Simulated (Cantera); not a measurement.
Equilibrium for tantalum, niobium, vanadium and zirconium in process gases: V + H2O

Charge: 1 mol V, 18 mol H2O, held at 10.0 mbar.

Equilibrium computed with Cantera from the NASA thermochemical tables; the gas is ideal and each condensed phase is pure. Candidate condensed phases: H2O, V, VO, V2O3, V2O4, V2O5; 12 gas species. Condensed phases not in the tables: the oxides between V2O3 and V2O5 other than VO2. The numbers say what is thermodynamically allowed, not how fast it happens.

```
T (K)  log p H2O  log p H2  log p VO2  log p H  log p OH  log p O2  n V2O3(s)
-----  ---------  --------  ---------  -------  --------  --------  ---------
1600       -2.04     -3.08      -6.64    -5.80     -6.17     -8.27      0.500
1650       -2.04     -3.08      -6.17    -5.58     -5.89     -7.78      0.499
1700       -2.04     -3.08      -5.74    -5.37     -5.62     -7.31      0.498
1750       -2.04     -3.08      -5.33    -5.17     -5.36     -6.87      0.496
1800       -2.04     -3.08      -4.94    -4.98     -5.13     -6.46      0.490
1850       -2.04     -3.07      -4.58    -4.81     -4.90     -6.08      0.476
1900       -2.04     -3.07      -4.24    -4.63     -4.70     -5.73      0.447
```
log p: log10 of the partial pressure in bar; n: condensed amount in mol.

From 1600 K to 1900 K the condensed part is V2O3(s). The main V-bearing gas is VO2 throughout. The share of V in condensed phases is highest at 1600 K (100.0 %) and lowest at 1900 K (89.5 %).
